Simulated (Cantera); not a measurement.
Input: 1 mol CS2, 0.11 mol O2, 0.32 mol H2, held at 0.133 bar.

Method: chemical equilibrium by Gibbs-energy minimisation in Cantera with the NASA 1993 tables (ideal gas, pure condensed phases). Candidate condensed phases: C, C6H6, C7H8, C8H18, H2O, H2SO4, S; 123 gas species. Gases not in the tables: S3 to S7. Kinetics and transport are ignored. All values below are at 923 K.

Base state: CS2 0.534, H2S 0.233, CO 0.0812, COS 0.0787, S2 0.0624, H2 0.00764, CO2 0.00277, H2O 0.000128 (mole fractions); condensed: C(graphite).

Question: What changes in the equilibrium state with this change: O2 from 0.11 to 0.14 mol?

Answer: 
```csv
species,before,after
CS2,0.534,0.508
H2S,0.233,0.225
CO,0.0812,0.100
COS,0.0787,0.0949
S2,0.0624,0.0594
CO2,0.00277,0.00423
H2O,0.000128,0.000156
H2,0.00764,0.00757
"C(graphite), mol",0.0739,0.0275
```
